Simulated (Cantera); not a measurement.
Charge: 1 mol SiHCl₃, 9.1 mol NH₃, at 0.0100 bar.

Cantera equilibrium calculation (NASA polynomials, part measured and part estimated; ideal gas, pure solids and liquids). Candidate condensed phases: NH₄Cl, Si, Si₃N₄; 28 gas species. The tables' values for SiCl₃, SiCl are old estimates; treat these amounts as uncertain. Rates play no part.

x: gas mole fraction; n: condensed amount in mol.

```tsv
T (K)	x H₂	x N₂	x HCl	x SiCl₂	x H	x SiCl₄	x SiCl₃	n Si₃N₄(s)
898	0.648	0.199	0.152	6.54e-9	8.81e-10	0.000383	2.28e-7	0.331
998	0.648	0.199	0.153	2.33e-7	1.73e-8	0.000247	1.53e-6	0.332
1098	0.648	0.199	0.153	4.29e-6	1.99e-7	0.000173	7.28e-6	0.332
1198	0.648	0.199	0.153	4.80e-5	1.53e-6	0.000129	2.65e-5	0.332
1298	0.648	0.199	0.152	0.000364	8.63e-6	9.90e-5	7.76e-5	0.330
1398	0.649	0.200	0.149	(withheld)	(withheld)	(withheld)	0.000182	0.319
1498	0.652	0.203	0.137	0.00734	0.000139	4.29e-5	0.000314	0.283
1598	0.658	0.209	(withheld)	(withheld)	(withheld)	(withheld)	0.000353	(withheld)
1698	0.665	0.216	0.0861	0.0315	0.00118	4.59e-6	0.000271	0.121
```

Complete the blanks.


- 1598, x HCl: 0.114
- 1598, x SiCl₂: 0.0182
- 1598, x H: 0.000432
- 1598, x SiCl₄: 1.70e-5
- 1598, n Si₃N₄(s): 0.211
- 1398, x SiCl₂: 0.00196
- 1398, x H: 3.81e-5
- 1398, x SiCl₄: 7.25e-5
